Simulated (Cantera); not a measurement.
Input: 1 mol Cu₂O, 0.4 mol H₂, 3.4 mol H₂O, equilibrated at 1330 Pa.

Cantera equilibrium calculation (NASA polynomials, part measured and part estimated; ideal gas, pure solids and liquids). Candidate condensed phases: Cu, CuO, Cu(OH)₂, Cu₂O, H₂O; 12 gas species. Equilibrium is a limit: real reactors are often held back by kinetics, nucleation or transport.

### Question
At 1925 K, list the 5 most abundant gas species with their mole fractions, and the condensed phases.

### Answer
H₂O 0.768, Cu 0.156, O₂ 0.0609, OH 0.00836, H₂ 0.00432. Condensed: Cu(l).
